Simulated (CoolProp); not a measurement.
Vapour-liquid equilibrium of hydrogen sulfide (1) + isobutane (2) at 19.7 bar; x and y are mole fractions of (1).

Computed with CoolProp (multi-fluid Helmholtz-energy mixture model, Lemmon 2006 and Bücker 2006; pair parameters Kunz 2012).

```
x      bubble temperature, mixture model (°C)  bubble temperature, Raoult's law (°C)  y, mixture model  y, Raoult's law
-----  --------------------------------------  -------------------------------------  ----------------  ---------------
0.05                                     91.3                                   90.8             0.139            0.195
0.125                                    79.2                                   80.0             0.332            0.403
0.2                                      68.4                                   71.1             0.488            0.548
0.275                                    59.4                                   63.6             0.602            0.653
0.35                               (withheld)                                   57.2             0.685            0.731
0.425                              (withheld)                                   51.6             0.745            0.792
0.5                                      41.9                                   46.7        (withheld)            0.840
0.575                                    38.2                                   42.3             0.828            0.878
0.65                                     35.0                                   38.3             0.860            0.910
0.725                              (withheld)                                   34.7        (withheld)            0.936
0.8                                      29.8                                   31.5        (withheld)            0.957
0.875                              (withheld)                                   28.5             0.946            0.975
0.95                                     25.4                                   25.8             0.977            0.991
```

Question: Some entries are withheld; supply them.

Answer: 
- 0.35, bubble temperature, mixture model (°C): 52.2
- 0.425, bubble temperature, mixture model (°C): 46.5
- 0.5, y, mixture model: 0.791
- 0.725, bubble temperature, mixture model (°C): 32.3
- 0.725, y, mixture model: 0.889
- 0.8, y, mixture model: 0.917
- 0.875, bubble temperature, mixture model (°C): 27.6

The largest gap from Raoult's law is -5.1 K in bubble temperature, at x = 0.425. No azeotrope shows between x = 0.05 and 0.95.

Pair parameters are fitted to limited data, so mixtures are less certain than the pure fluids. The gap from Raoult's law changes sign with composition, which may be real or a fault of the pair parameters; it wasn't checked against measurements.
